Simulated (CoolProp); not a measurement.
CF4 (R14) along the isobar 18200 kPa: Z from the reference equation and from simpler models built on Tc = 227.4 K, pc = 3762 kPa, ω = 0.178; each cubic takes its own stable root.

Model: reference Helmholtz-energy equation of state, Platzer 1990, in CoolProp. This equation is an older, rougher fit; its heat capacities, sound speeds and derivatives of the liquid may be far off and weren't checked against measurements.

```tsv
T (K)	phase	reference	van der Waals	Redlich-Kwong	Soave-Redlich-Kwong	Peng-Robinson
155.1	liquid	0.7683	1.104	0.7836	0.7730	0.6883
180.5	liquid	0.7117	0.9964	0.7262	0.7161	0.6379
206	liquid	0.6806	0.9224	0.6962	0.6896	0.6160
231.4	supercritical	0.6731	0.8731	0.6887	0.6905	0.6209
256.8	supercritical	0.6904	0.8429	0.7013	0.7183	0.6527
282.2	supercritical	0.7325	0.8285	0.7310	0.7694	0.7078
307.7	supercritical	0.7906	0.8273	0.7723	0.8325	0.7739
333.1	supercritical	0.8498	0.8369	0.8171	0.8931	0.8365
358.5	supercritical	0.9016	0.8539	0.8591	0.9442	0.8894
```
